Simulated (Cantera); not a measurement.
A perfectly stirred reactor is fed with 8.00 % H2, 92.0 % O2, at 0.0263 atm; it is held at 1125 K, and followed from long to short residence time.

Model: GRI-Mech 3.0 (53 species, 325 reactions), integrated in Cantera. Radical loss at walls, strong at low pressure, is not modelled. The temperature is held fixed by assumption; the heat of reaction is taken as removed at once.

**Question.** Predict: x(H2) at τ = 2.50 s; x(O2) at τ = 2.50 s; x(H2O) at τ = 2.50 s; x(OH) at τ = 2.50 s; x(O) at τ = 2.50 s; x(H2) at τ = 20.0 ms; x(O2) at τ = 20.0 ms; x(H2O) at τ = 20.0 ms; x(OH) at τ = 20.0 ms; x(O) at τ = 20.0 ms.

**Answer.** 
| Property | Result |
|---|---|
| x(H2) at τ = 2.50 s | 0.000134 |
| x(O2) at τ = 2.50 s | 0.916 |
| x(H2O) at τ = 2.50 s | 0.0829 |
| x(OH) at τ = 2.50 s | 0.000468 |
| x(O) at τ = 2.50 s | 0.000550 |
| x(H2) at τ = 20.0 ms | 0.00229 |
| x(O2) at τ = 20.0 ms | 0.904 |
| x(H2O) at τ = 20.0 ms | 0.0776 |
| x(OH) at τ = 20.0 ms | 0.00249 |
| x(O) at τ = 20.0 ms | 0.0104 |
